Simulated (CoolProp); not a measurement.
Vapour-liquid equilibrium of CHF3 (R23) (1) + R11 (2) at 240.2 K; x and y are mole fractions of (1).

Values from CoolProp's multi-fluid Helmholtz-energy mixture model, Penoncello 2003 and Jacobsen 1992; pair parameters Bell 2016.

```json
[
 {"x": "0.05", "bubble pressure (MPa)": "0.1491", "y at the bubble point": "0.947", "dew pressure at overall composition x (MPa)": "0.008177", "liquid density (mol/L)": "11.93"},
 {"x": "0.125", "bubble pressure (MPa)": "0.3372", "y at the bubble point": "0.976", "dew pressure at overall composition x (MPa)": "0.008880", "liquid density (mol/L)": "12.29"},
 {"x": "0.2", "bubble pressure (MPa)": "0.4875", "y at the bubble point": "0.983", "dew pressure at overall composition x (MPa)": "0.009715", "liquid density (mol/L)": "12.66"},
 {"x": "0.275", "bubble pressure (MPa)": "0.5966", "y at the bubble point": "0.986", "dew pressure at overall composition x (MPa)": "0.01072", "liquid density (mol/L)": "13.04"},
 {"x": "0.35", "bubble pressure (MPa)": "0.6679", "y at the bubble point": "0.988", "dew pressure at overall composition x (MPa)": "0.01196", "liquid density (mol/L)": "13.44"},
 {"x": "0.425", "bubble pressure (MPa)": "0.7092", "y at the bubble point": "0.989", "dew pressure at overall composition x (MPa)": "0.01352", "liquid density (mol/L)": "13.84"},
 {"x": "0.5", "bubble pressure (MPa)": "0.7304", "y at the bubble point": "0.989", "dew pressure at overall composition x (MPa)": "0.01555", "liquid density (mol/L)": "14.26"},
 {"x": "0.575", "bubble pressure (MPa)": "0.7408", "y at the bubble point": "0.989", "dew pressure at overall composition x (MPa)": "0.01830", "liquid density (mol/L)": "14.70"},
 {"x": "0.65", "bubble pressure (MPa)": "0.7484", "y at the bubble point": "0.990", "dew pressure at overall composition x (MPa)": "0.02223", "liquid density (mol/L)": "15.15"},
 {"x": "0.725", "bubble pressure (MPa)": "0.7596", "y at the bubble point": "0.990", "dew pressure at overall composition x (MPa)": "0.02831", "liquid density (mol/L)": "15.62"},
 {"x": "0.8", "bubble pressure (MPa)": "0.7797", "y at the bubble point": "0.991", "dew pressure at overall composition x (MPa)": "0.03896", "liquid density (mol/L)": "16.12"},
 {"x": "0.875", "bubble pressure (MPa)": "0.8130", "y at the bubble point": "0.993", "dew pressure at overall composition x (MPa)": "0.06246", "liquid density (mol/L)": "16.65"},
 {"x": "0.95", "bubble pressure (MPa)": "0.8640", "y at the bubble point": "0.996", "dew pressure at overall composition x (MPa)": "0.1575", "liquid density (mol/L)": "17.23"}
]
```

No azeotrope shows between x = 0.05 and 0.95.

The pair parameters rest on a limited set of measurements; away from them the model extrapolates. With so large a gap from Raoult's law the liquid may split in two, which this calculation doesn't test in full.
